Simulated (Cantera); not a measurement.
Cantera run, input and output.

```python
import numpy as np
import cantera as ct

gas = ct.Solution("gri30.yaml")
gas.TPX = 1275, 2500, {'N2O': 1}
reactor = ct.IdealGasConstPressureReactor(gas, energy="off", clone=False)
net = ct.ReactorNet([reactor])
net.rtol, net.atol = 1e-08, 1e-18
show = ['N2O', 'N2', 'O2', 'NO2', 'O']
times = np.geomspace(0.0002, 300, 12)

steps = ct.SolutionArray(gas, extra=["t"])
rows = []
print(f"{'t/s':>10s}{'T/K':>9s}{'P/Pa':>11s}" + "".join(f"{s:>11s}" for s in show))
for t in times:
    while net.time < t:
        t_next = net.step()
        steps.append(gas.state, t=t_next)
    rows.append([np.interp(t, steps.t, y) for y in (steps.T, steps.P, *steps(*show).X.T)])
    print(f"{t:10.3e}{rows[-1][0]:9.1f}{rows[-1][1]:11.4g}" + "".join(f"{x:11.3e}" for x in rows[-1][2:]))
rate = np.gradient(steps.T, steps.t)
print("integrator steps:", len(steps.t))
if steps.T.max() > steps.T[0] + 200:
    print(f"time of steepest temperature rise: {steps.t[rate.argmax()]:.4e} s")
gas.TPX = 1275, 2500, {'N2O': 1}
gas.equilibrate("TP")
print(f"equilibrium (TP): T = {gas.T:.1f} K  " + "  ".join(f"{s} {gas[s].X[0]:.3e}" for s in show))
```

Result:

```
       t/s      T/K       P/Pa        N2O         N2         O2        NO2          O
 2.000e-04   1275.0       2500  1.000e+00  7.829e-06  1.960e-06  3.255e-14  3.597e-06
 7.286e-04   1275.0       2500  9.999e-01  3.521e-05  1.383e-05  1.615e-12  5.357e-06
 2.654e-03   1275.0       2500  9.998e-01  1.404e-04  6.248e-05  3.287e-11  5.466e-06
 9.670e-03   1275.0       2500  9.992e-01  5.236e-04  2.400e-04  4.790e-10  5.466e-06
 3.523e-02   1275.0       2500  9.969e-01  1.917e-03  8.854e-04  6.245e-09  5.466e-06
 1.283e-01   1275.0       2500  9.888e-01  6.958e-03  3.221e-03  7.102e-08  5.466e-06
 4.675e-01   1275.0       2500  9.600e-01  2.487e-02  1.152e-02  5.833e-07  5.465e-06
 1.703e+00   1275.0       2500  8.638e-01  8.456e-02  3.916e-02  2.918e-06  5.459e-06
 6.205e+00   1275.0       2500  6.032e-01  2.465e-01  1.142e-01  1.067e-05  5.437e-06
 2.260e+01   1275.0       2500  1.959e-01  4.995e-01  2.314e-01  2.689e-05  5.288e-06
 8.235e+01   1275.0       2500  7.851e-03  6.170e-01  2.862e-01  4.810e-05  2.735e-06
 3.000e+02   1275.0       2500  7.463e-06  6.222e-01  2.887e-01  1.961e-04  3.856e-07
integrator steps: 1153
equilibrium (TP): T = 1275.0 K  N2O 3.813e-09  N2 6.665e-01  O2 3.331e-01  NO2 9.331e-07  O 4.103e-07
```

Detailed kinetics in Cantera: GRI-Mech 3.0 (53 species, 325 reactions). GRI-Mech 3.0 was tuned for natural gas; its chemistry of N2O as a main component is partial and can be far from experiment. Radical loss at walls, strong at low pressure, is not modelled. The mechanism lacks the step 2 NO + O2 → 2 NO2, which can matter for NO2 below about 1400 K. The temperature is held fixed by assumption; the heat of reaction is taken as removed at once.
